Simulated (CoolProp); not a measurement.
Ammonia at 316.09 K and 1.26 MPa is throttled through a valve to 0.373 MPa with no heat exchange. Each further row changes one setting.

Values from CoolProp's reference Helmholtz-energy equation of state, Gao 2020.

| case | temperature change (K) | final density (kg/m³) |
|---|---|---|
| as stated | ? | ? |
| outlet pressure 0.112 MPa | ? | ? |
| outlet pressure 0.485 MPa | -18.6 | 3.53 |

### Question
Fill in the missing entries.

### Answer

- as stated, temperature change (K): -21.7
- as stated, final density (kg/m³): 2.71
- outlet pressure 0.112 MPa, temperature change (K): -29.8
- outlet pressure 0.112 MPa, final density (kg/m³): 0.812
